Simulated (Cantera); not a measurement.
Charge: 1 mol Si3N4, a varied amount of F2, equilibrated at 975 °C and 2100 Pa.

Method: chemical equilibrium by Gibbs-energy minimisation in Cantera with the NASA 1993 tables (ideal gas, pure condensed phases). Candidate condensed phases: Si, Si3N4; 16 gas species. Rates play no part.

### Question
At 7.7 mol F2, list the 4 most abundant gas species with their mole fractions, and the condensed phases.

### Answer
F 0.394, SiF4 0.359, N2 0.240, F2 0.00651. Condensed: gas only.
